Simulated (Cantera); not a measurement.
# Equilibrium for abatement and gas-phase synthesis: H2S + H2 + O2

A closed system holds: 1 mol H2S, a varied amount of H2, 0.91 mol O2, at 750 K and 0.520 bar.

Method: chemical equilibrium by Gibbs-energy minimisation in Cantera with the NASA 1993 tables (ideal gas, pure condensed phases). Candidate condensed phases: H2O, H2SO4, S; 19 gas species. Gases not in the tables: S3 to S7. The numbers say what is thermodynamically allowed, not how fast it happens.

| n(H2) (mol) | x H2O | x H2S | x H2 | x SO2 | x S2 | x S8 |
|---|---|---|---|---|---|---|
| 0.55 | 0.629 | 0.158 | 0.000197 | 0.147 | 0.0519 | 0.0118 |
| 0.99 | 0.658 | 0.217 | 0.000288 | 0.0705 | 0.0458 | 0.00718 |
| 1.4 | 0.657 | 0.280 | 0.000435 | 0.0264 | 0.0334 | 0.00203 |
| 1.9 | 0.628 | 0.345 | 0.0276 | 1.16e-7 | 1.26e-5 | <1e-12 |
| 2.3 | 0.552 | 0.303 | 0.145 | 5.38e-10 | 3.50e-7 | <1e-12 |
| 2.8 | 0.479 | 0.263 | 0.258 | 6.32e-11 | 8.40e-8 | <1e-12 |
| 3.2 | 0.433 | 0.238 | 0.329 | 2.26e-11 | 4.24e-8 | <1e-12 |
x: gas mole fraction; nothing condenses.

From 0.55 mol H2 to 3.2 mol H2 nothing is condensed.
